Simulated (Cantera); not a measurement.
Feed: 1 mol CaCO₃, 0.56 mol CO₂, 0.97 mol H₂, at 650 °C and 1.20 bar.

Equilibrium computed with Cantera from the NASA thermochemical tables; the gas is ideal and each condensed phase is pure. Equilibrium is a limit: real reactors are often held back by kinetics, nucleation or transport.

| species | before | after |
|---|---|---|
| CO | 0.169 | 0.317 |
| H₂O | 0.219 | 0.316 |
| CO₂ | 0.190 | 0.299 |
| H₂ | 0.397 | 0.0657 |
| CH₄ | 0.0249 | <1e-9 |
| Ca(OH)₂ | <1e-9 | 9.53e-5 |
| H | <1e-9 | 0.000987 |
| OH | <1e-9 | 0.000614 |
| O₂ | <1e-9 | 1.33e-5 |
| CaCO₃(calcite), mol | 1.00 | 0 |
| CaO(s), mol | 0 | 1.000 |
Gas species are given as mole fractions.

Task: What was changed between the two runs?
(A) H₂ from 0.97 to 0.039 mol
(B) temperature from 650 °C to 1877 °C
(C) pressure from 1.20 bar to 53.0 mbar
(D) CO₂ from 0.56 to 0.19 mol

Result: B, temperature from 650 °C to 1877 °C
